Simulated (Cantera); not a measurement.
A freely propagating, adiabatic, planar premixed flame of C₃H₈ : O₂ : N₂ = 1 : 3.57 : 13.4 (molar parts), unburnt at 475 K and 218 Torr; mixture-averaged transport, grid criteria slope 0.08 and curve 0.16, no radiation.

Computed with Cantera and GRI-Mech 3.0 (53 species, 325 reactions). GRI-Mech 3.0 was tuned for natural gas; its chemistry of propane as a main component is partial and can be far from experiment. Burning velocities carry a grid error of a few per cent, more on coarse grids.

### Question
How do the results move with these cheaper or finer settings: unity-Lewis-number transport; multicomponent transport; multicomponent+Soret transport; grid criteria slope 0.5, curve 1; grid criteria slope 0.25, curve 0.5; grid criteria slope 0.03, curve 0.06?

### Answer
```csv
setting,laminar burning velocity,thermal thickness,peak x(C₂H₂),peak x(HO₂),grid points
as above,93.9 cm/s,0.981 mm,0.00507,0.000201,153
unity-Lewis-number transport,57.6 cm/s,1.33 mm,0.00342,0.000100,142
multicomponent transport,93.4 cm/s,0.994 mm,0.00508,0.000199,154
multicomponent+Soret transport,92.3 cm/s,0.986 mm,0.00501,0.000202,154
"grid criteria slope 0.5, curve 1",104 cm/s,1.07 mm,0.00488,0.000202,47
"grid criteria slope 0.25, curve 0.5",99.1 cm/s,1.01 mm,0.00493,0.000201,70
"grid criteria slope 0.03, curve 0.06",93.7 cm/s,0.969 mm,0.00502,0.000203,361
```
The base run took around 18 core-seconds (rough).
Unity Lewis numbers drop preferential diffusion, which matters most where H2 and H carry the flame; Soret adds thermal diffusion.
